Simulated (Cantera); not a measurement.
# Diamond growth

A diamond (100) surface in a fixed gas of H2 with x(CH4) = 0.015, x(H) = 0.015, x(CH3) = 0.00016, 38.3 Torr; coverages are run to steady state.

Detailed kinetics in Cantera: the Harris–Goodwin 1993 mechanism for the reconstructed diamond (100) surface.

```csv
T (K),growth (µm/h),θ c6HH,θ c6H*,θ c6*H,θ c6**,θ c6HM
925,2.93,0.661,0.0123,0.311,0.00542,0.00797
1000,4.25,0.592,0.0183,0.372,0.00971,0.00572
1075,5.51,0.529,0.0254,0.424,0.0158,0.00402
1150,5.82,0.472,0.0331,0.467,0.0240,0.00245
1225,4.46,0.422,0.0412,0.501,0.0341,0.00108
1300,2.94,0.378,0.0494,0.526,0.0460,0.000344
1375,2.40,0.341,0.0573,0.542,0.0594,9.62e-5
```
θ: site fractions in the mechanism's names (c6HH fully hydrogenated, c6H* and c6*H radical sites, c6** diradical, c6HM methylated).
